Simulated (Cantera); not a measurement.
A closed system holds: 1 mol Ta, a varied amount of O₂, held at 2748.15 K and 4.90 Pa.

Cantera equilibrium calculation (NASA polynomials, part measured and part estimated; ideal gas, pure solids and liquids). Candidate condensed phases: Ta, Ta₂O₅; 6 gas species. Condensed phases not in the tables: N, O or C dissolved in the metal. Rates play no part.

**Question.** What share of the Ta ends up in condensed phases as a function of n(O₂) (mol), at 0.038, 0.09, 0.21, 0.51, 1.2, 2.9, 6.8?

**Answer.** 
```
n(O₂) (mol)  Ta condensed (%)     as
-----------  ----------------  -----
0.038                    93.1  Ta(s)
0.09                     83.6  Ta(s)
0.21                     61.7  Ta(s)
0.51                      6.9  Ta(s)
1.2                       0.0      -
2.9                       0.0      -
6.8                       0.0      -
```
